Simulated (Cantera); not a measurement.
A counterflow diffusion flame at 1.00 bar, nozzles 20 mm apart: fuel side 100 % CH4 at 550 K, oxidiser side 25.0 % O2, 75.0 % N2 at 550 K, fuel mass flux 0.78 times the oxidiser's; mixture-averaged transport, no radiation.

Cantera simulation using GRI-Mech 3.0 (53 species, 325 reactions); the numbers are that mechanism's predictions, not measurements. GRI-Mech 3.0 has no aromatics or soot, which form on the fuel side of real flames. The maximum strain rate includes the flame's own expansion and is several times the mean.

x: mole fraction; the columns are a selection and need not sum to one.

```csv
oxidiser flux (kg/m²/s),max strain (1/s),mean strain (1/s),T max (K),peak x OH,peak x H,peak x NO,peak x CO,peak x C2H2
0.25,224,47.5,2302,0.0131,0.00614,0.000484,0.0813,0.0207
0.39,?,74.1,2279,0.0130,0.00650,?,0.0789,0.0195
0.61,492,116,2259,0.0129,0.00686,0.000377,0.0767,0.0185
0.96,742,182,2242,0.0128,0.00724,0.000327,0.0750,0.0173
1.5,1110,285,2221,0.0125,0.00753,0.000272,0.0736,0.0160
2.4,1710,456,2191,0.0119,0.00765,0.000208,0.0722,0.0143
3.7,?,703,2159,0.0111,0.00760,?,0.0714,?
5.8,3870,1100,2110,0.00982,0.00713,8.77e-5,0.0710,0.00966
```

Question: Fill in the missing entries.

Answer: 
- 0.39, max strain (1/s): 330
- 0.39, peak x NO: 0.000427
- 3.7, max strain (1/s): 2550
- 3.7, peak x NO: 0.000149
- 3.7, peak x C2H2: 0.0124
